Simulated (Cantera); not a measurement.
A perfectly stirred reactor is fed with 12.7 % H₂, 11.5 % O₂, 74.8 % N₂, 1.08 % H₂O, equivalence ratio 0.55, at 55000 Pa; it is held at 1400 K, and followed from long to short residence time.

Detailed kinetics in Cantera: the H2/O2 subset of GRI-Mech 3.0, which has no nitrogen chemistry. The temperature is held fixed by assumption; the heat of reaction is taken as removed at once.

x: mole fraction; the columns are a selection and need not sum to one.

```json
[
 {"τ (s)": "1.0", "x H₂": "7.21e-5", "x O₂": "0.0552", "x H₂O": "0.146", "x HO₂": "1.45e-6", "x H₂O₂": "1.39e-7", "x OH": "0.000317", "x H": "5.17e-6"},
 {"τ (s)": "0.52", "x H₂": "0.000111", "x O₂": "0.0552", "x H₂O": "0.146", "x HO₂": "2.13e-6", "x H₂O₂": "1.89e-7", "x OH": "0.000394", "x H": "9.98e-6"},
 {"τ (s)": "0.27", "x H₂": "?", "x O₂": "0.0552", "x H₂O": "0.146", "x HO₂": "?", "x H₂O₂": "?", "x OH": "?", "x H": "?"},
 {"τ (s)": "0.14", "x H₂": "?", "x O₂": "0.0552", "x H₂O": "0.146", "x HO₂": "?", "x H₂O₂": "?", "x OH": "?", "x H": "?"},
 {"τ (s)": "0.072", "x H₂": "0.000413", "x O₂": "0.0552", "x H₂O": "0.146", "x HO₂": "6.00e-6", "x H₂O₂": "4.41e-7", "x OH": "0.000764", "x H": "7.30e-5"},
 {"τ (s)": "0.037", "x H₂": "0.000639", "x O₂": "0.0552", "x H₂O": "0.145", "x HO₂": "7.97e-6", "x H₂O₂": "5.71e-7", "x OH": "0.000955", "x H": "0.000142"},
 {"τ (s)": "0.019", "x H₂": "0.000983", "x O₂": "0.0552", "x H₂O": "0.145", "x HO₂": "1.02e-5", "x H₂O₂": "7.29e-7", "x OH": "0.00119", "x H": "0.000276"},
 {"τ (s)": "0.010", "x H₂": "0.00148", "x O₂": "0.0553", "x H₂O": "0.144", "x HO₂": "1.24e-5", "x H₂O₂": "9.09e-7", "x OH": "0.00148", "x H": "0.000518"},
 {"τ (s)": "0.0052", "x H₂": "0.00223", "x O₂": "0.0554", "x H₂O": "0.143", "x HO₂": "1.45e-5", "x H₂O₂": "1.12e-6", "x OH": "0.00184", "x H": "0.000978"},
 {"τ (s)": "0.0027", "x H₂": "0.00332", "x O₂": "0.0557", "x H₂O": "0.141", "x HO₂": "1.63e-5", "x H₂O₂": "1.34e-6", "x OH": "0.00228", "x H": "0.00182"}
]
```

Fill in the missing entries.


- 0.27, x H₂: 0.000172
- 0.27, x HO₂: 3.08e-6
- 0.27, x H₂O₂: 2.53e-7
- 0.27, x OH: 0.000490
- 0.27, x H: 1.93e-5
- 0.14, x H₂: 0.000267
- 0.14, x HO₂: 4.35e-6
- 0.14, x H₂O₂: 3.36e-7
- 0.14, x OH: 0.000611
- 0.14, x H: 3.75e-5
